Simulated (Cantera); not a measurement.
Cantera run:

```python
import numpy as np
import cantera as ct

gas_names = """
    H HO2 H2 H2O H2O2 H2S H2SO4 O OH O2 O3 S SH SO SO2 SO3 S2 S2O S8
""".split()
cond_names = """
    H2O(s) H2O(L) H2SO4(L) S(cr1) S(cr2) S(L)
""".split()


# ... load() reads the species with a 1 bar reference pressure and builds the phases ...
atoms = {
    'H2S': {'H': 2, 'S': 1},
    'O2': {'O': 2},
}
top_T = {}  # K; cautious upper limits of use, not melting points


# ... equilibrate(T, P, feed) seeds the gas with the atoms and calls Mixture.equilibrate('TP', solver="vcs", rtol=1e-11, max_steps=5000) ...
results = []
feed = {'H2S': 1, 'O2': 0.074}  # mol
T = 2825  # K
P = 3300000  # Pa
mix = equilibrate(T, P, feed)
results.append((T, P, feed, dict(zip(mix.species_names, mix.species_moles))))
print(gas.report(threshold=1e-06))
for i in range(1, mix.n_phases):
    print(f"{mix.phase(i).name:16s} {mix.phase_moles(i):12.5e} mol")
```

Result:

```
       temperature   2825 K
          pressure   3.3e+06 Pa
           density   3.5961 kg/m^3
  mean mol. weight   25.596 kg/kmol
   phase of matter   gas

                          1 kg             1 kmol
                     ---------------   ---------------
          enthalpy        4.5354e+06        1.1609e+08  J
   internal energy        3.6178e+06        9.2599e+07  J
           entropy            9345.7        2.3921e+05  J/K
    Gibbs function       -2.1866e+07       -5.5968e+08  J
 heat capacity c_p            1649.8             42229  J/K
 heat capacity c_v              1325             33914  J/K

                      mass frac. Y      mole frac. X     chem. pot. / RT
                     ---------------   ---------------   ---------------
                 H        0.00039955          0.010146            -8.996
                H2          0.033568           0.42618           -17.992
               H2O          0.062938          0.089422           -38.309
               H2S           0.18764           0.14094            -30.92
                 O        5.7034e-06        9.1244e-06           -20.317
                OH        0.00040657         0.0006119           -29.313
                 S          0.015273          0.012194           -12.928
                SH           0.10441          0.080813           -21.924
                SO          0.017615         0.0093815           -33.245
               SO2         0.0039991         0.0015979           -53.563
                S2           0.56961           0.22738           -25.856
               S2O         0.0041423         0.0013234           -46.174
     [   +7 minor]        1.0018e-06        7.8733e-07

S(L)              0.00000e+00 mol
```

Cantera equilibrium calculation (NASA polynomials, part measured and part estimated; ideal gas, pure solids and liquids). The ideal-gas law is rough above about 30 bar.
